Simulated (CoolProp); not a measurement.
Vapour-liquid equilibrium of trans-2-butene (1) + acetone (2) at 74.65 °C; x and y are mole fractions of (1).

Values from CoolProp's multi-fluid Helmholtz-energy mixture model, Lemmon 2005 and Lemmon 2006; pair parameters Bell 2016.

```
x     bubble pressure, mixture model (MPa)  bubble pressure, Raoult's law (MPa)  y, mixture model  y, Raoult's law
----  ------------------------------------  -----------------------------------  ----------------  ---------------
0.05                                0.2650                               0.2188             0.321            0.202
0.15                                0.4050                               0.2886                 ?            0.458
0.25                                0.5144                               0.3584             0.689            0.615
0.35                                     ?                               0.4282             0.750            0.721
0.45                                0.6601                               0.4980                 ?            0.797
0.55                                0.7098                               0.5678             0.820            0.854
0.65                                0.7523                               0.6376             0.848            0.899
0.75                                0.7917                               0.7074                 ?            0.935
0.85                                0.8299                               0.7772             0.916            0.965
0.95                                0.8660                               0.8470             0.967            0.989
```

Task: What belongs in the gaps?

Result: 
- 0.15, y, mixture model: 0.580
- 0.35, bubble pressure, mixture model (MPa): 0.5973
- 0.45, y, mixture model: 0.790
- 0.75, y, mixture model: 0.879

The largest gap from Raoult's law is +43.5 % in bubble pressure, at x = 0.25. No azeotrope shows between x = 0.05 and 0.95.

Pair parameters are fitted to limited data, so mixtures are less certain than the pure fluids.
